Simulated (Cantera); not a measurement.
CuO + H₂ (hydrogen reduction and annealing atmospheres)

Input: 1 mol CuO, 4.4 mol H₂, equilibrated at 75.0 Torr.

These are equilibrium values from Cantera (NASA tables, ideal gas, pure condensed phases), not measurements of a reactor. Candidate condensed phases: Cu, CuO, Cu(OH)₂, Cu₂O, H₂O; 12 gas species. Kinetics and transport are ignored.

```json
[
 {"T (K)": "600", "x H₂": "0.773", "x H₂O": "0.227", "x Cu": "<1e-12", "x H": "<1e-12", "x OH": "<1e-12", "n Cu(s)": "1.00", "n Cu(l)": "0"},
 {"T (K)": "700", "x H₂": "0.773", "x H₂O": "0.227", "x Cu": "<1e-12", "x H": "<1e-12", "x OH": "<1e-12", "n Cu(s)": "1.00", "n Cu(l)": "0"},
 {"T (K)": "800", "x H₂": "0.773", "x H₂O": "0.227", "x Cu": "<1e-12", "x H": "8.05e-12", "x OH": "<1e-12", "n Cu(s)": "1.00", "n Cu(l)": "0"},
 {"T (K)": "900", "x H₂": "0.773", "x H₂O": "0.227", "x Cu": "1.80e-12", "x H": "3.25e-10", "x OH": "<1e-12", "n Cu(s)": "1.00", "n Cu(l)": "0"},
 {"T (K)": "1000", "x H₂": "0.773", "x H₂O": "0.227", "x Cu": "1.56e-10", "x H": "6.31e-9", "x OH": "4.10e-12", "n Cu(s)": "1.00", "n Cu(l)": "0"},
 {"T (K)": "1100", "x H₂": "0.773", "x H₂O": "0.227", "x Cu": "5.95e-9", "x H": "7.19e-8", "x OH": "9.43e-11", "n Cu(s)": "1.00", "n Cu(l)": "0"},
 {"T (K)": "1200", "x H₂": "0.773", "x H₂O": "0.227", "x Cu": "1.23e-7", "x H": "5.49e-7", "x OH": "1.29e-9", "n Cu(s)": "1.000", "n Cu(l)": "0"},
 {"T (K)": "1300", "x H₂": "0.773", "x H₂O": "0.227", "x Cu": "1.58e-6", "x H": "3.08e-6", "x OH": "1.18e-8", "n Cu(s)": "1.000", "n Cu(l)": "0"},
 {"T (K)": "1400", "x H₂": "0.773", "x H₂O": "0.227", "x Cu": "1.35e-5", "x H": "1.35e-5", "x OH": "7.90e-8", "n Cu(s)": "0", "n Cu(l)": "1.000"},
 {"T (K)": "1500", "x H₂": "0.773", "x H₂O": "0.227", "x Cu": "8.22e-5", "x H": "4.89e-5", "x OH": "4.11e-7", "n Cu(s)": "0", "n Cu(l)": "1.000"},
 {"T (K)": "1600", "x H₂": "0.772", "x H₂O": "0.227", "x Cu": "0.000398", "x H": "0.000151", "x OH": "1.74e-6", "n Cu(s)": "0", "n Cu(l)": "0.998"},
 {"T (K)": "1700", "x H₂": "0.771", "x H₂O": "0.227", "x Cu": "0.00159", "x H": "0.000409", "x OH": "6.22e-6", "n Cu(s)": "0", "n Cu(l)": "0.993"},
 {"T (K)": "1800", "x H₂": "0.768", "x H₂O": "0.226", "x Cu": "0.00541", "x H": "0.000992", "x OH": "1.93e-5", "n Cu(s)": "0", "n Cu(l)": "0.976"},
 {"T (K)": "1900", "x H₂": "0.758", "x H₂O": "0.223", "x Cu": "0.0162", "x H": "0.00219", "x OH": "5.29e-5", "n Cu(s)": "0", "n Cu(l)": "0.927"}
]
```
x: gas mole fraction; n: condensed amount in mol.

From 600 K to 1300 K the condensed part is Cu(s). From 1400 K to 1900 K the condensed part is Cu(l).
